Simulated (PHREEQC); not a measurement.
Dissolve 0.02 mol/kgw H2SO4, 0.00089 mol/kgw ZnSO4 and 0.00022 mol/kgw Na2SO4 at 25 °C. Closed to the air; pH follows from the charge balance.

The numbers come from PHREEQC with the ion-association model, phreeqc.dat.

Precipitation was switched off in this run.

Problem. Estimate the pH.

Solution. pH 1.62.

Problem. In which forms is Na present?

Solution. Na+ 98 %, NaSO4- 2.1 % of the Na.

Species that the database lacks are ignored.
